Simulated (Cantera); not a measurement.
Feed: 1 mol MgO, 3.4 mol CH4, 0.068 mol CO, at 100 Torr.

Cantera equilibrium calculation (NASA polynomials, part measured and part estimated; ideal gas, pure solids and liquids). Candidate condensed phases: C, C6H6, C7H8, C8H18, H2O, Mg, MgCO3, MgO, Mg(OH)2; 116 gas species. Rates play no part.

### Question
What share of the Mg ends up in condensed phases as a function of T (K), at 1348, 1423, 1498, 1573, 1648, 1723, 1798, 1873, 1948, 2023?

### Answer
```json
[
 {"T (K)": "1348", "Mg condensed (%)": "100.0", "as": "MgO(s)"},
 {"T (K)": "1423", "Mg condensed (%)": "99.8", "as": "MgO(s)"},
 {"T (K)": "1498", "Mg condensed (%)": "98.3", "as": "MgO(s)"},
 {"T (K)": "1573", "Mg condensed (%)": "90.1", "as": "MgO(s)"},
 {"T (K)": "1648", "Mg condensed (%)": "62.8", "as": "MgO(s)"},
 {"T (K)": "1723", "Mg condensed (%)": "0.0", "as": "-"},
 {"T (K)": "1798", "Mg condensed (%)": "0.0", "as": "-"},
 {"T (K)": "1873", "Mg condensed (%)": "0.0", "as": "-"},
 {"T (K)": "1948", "Mg condensed (%)": "0.0", "as": "-"},
 {"T (K)": "2023", "Mg condensed (%)": "0.0", "as": "-"}
]
```
